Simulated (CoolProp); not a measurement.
A simple Rankine cycle with R113: condensing at 322.15 K, boiler at 1.31 MPa, turbine inlet 442.2 K, turbine efficiency 0.7, pump efficiency 0.8, no recuperator. Each further row changes one setting.

Values from CoolProp's reference Helmholtz-energy equation of state, Marx 1992.

```
case                             thermal efficiency (%)  net work (kJ/kg)  heat in (kJ/kg)  turbine exit temperature (K)  volume ratio over the turbine
-------------------------------  ----------------------  ----------------  ---------------  ----------------------------  -----------------------------
as stated                                          12.7              27.6              218                         386.6                           13.5
turbine inlet 462.2 K                              12.6              29.5              235                         407.6                           13.0
condensing temperature 314.15 K                    13.6              30.6              225                         382.1                           17.5
boiler pressure 0.917 MPa                          11.2              25.0              223                         397.6                           8.85
turbine efficiency 0.6                             10.8              23.5              218                         392.1                           13.7
```
